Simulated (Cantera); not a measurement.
Input: 1 mol Si, 0.67 mol Cl2, 1.9 mol H2, at 1.00 bar.

Method: chemical equilibrium by Gibbs-energy minimisation in Cantera with the NASA 1993 tables (ideal gas, pure condensed phases). Candidate condensed phases: Si; 19 gas species. The numbers say what is thermodynamically allowed, not how fast it happens. All values below are at 227 °C.

Base state: H2 0.830, SiCl4 0.101, SiHCl3 0.0675, SiH2Cl2 0.00155 (mole fractions); condensed: Si(s).

Problem. What changes in the equilibrium state with this change: Cl2 from 0.67 to 2.3 mol?

Solution. 
```csv
species,before,after
H2,0.830,0.500
SiCl4,0.101,0.312
HCl,1.98e-6,0.188
SiHCl3,0.0675,1.33e-6
SiH2Cl2,0.00155,<1e-9
"Si(s), mol",0.626,0
```
